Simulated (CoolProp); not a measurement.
Vapour-liquid equilibrium of R143a (1) + propane (2) at 1.07 MPa; x and y are mole fractions of (1).

Model: multi-fluid Helmholtz-energy mixture model, Lemmon and Jacobsen 2000 and Lemmon 2009; pair parameters Bell 2016, in CoolProp.

```csv
x,"bubble temperature, mixture model (K)","bubble temperature, Raoult's law (K)","y, mixture model","y, Raoult's law"
0.05,298.3,302.2,[?],0.065
0.15,292.6,300.9,0.292,0.190
0.25,289.5,299.7,0.391,0.307
0.35,287.7,298.5,0.461,0.416
0.45,286.7,297.4,[?],0.520
0.55,286.2,296.3,[?],0.618
0.65,286.1,295.3,[?],0.711
0.75,286.7,294.3,[?],0.799
0.85,[?],293.3,0.795,0.882
0.95,290.3,292.4,0.920,0.962
```

**Question.** Complete the blanks.

**Answer.** 
- 0.05, y, mixture model: 0.127
- 0.45, y, mixture model: 0.519
- 0.55, y, mixture model: 0.574
- 0.65, y, mixture model: 0.633
- 0.75, y, mixture model: 0.704
- 0.85, bubble temperature, mixture model (K): 287.9

The largest gap from Raoult's law is -10.8 K in bubble temperature, at x = 0.35. y crosses x between x = 0.55 and 0.65: the model has an azeotrope there.

Pair parameters are fitted to limited data, so mixtures are less certain than the pure fluids.
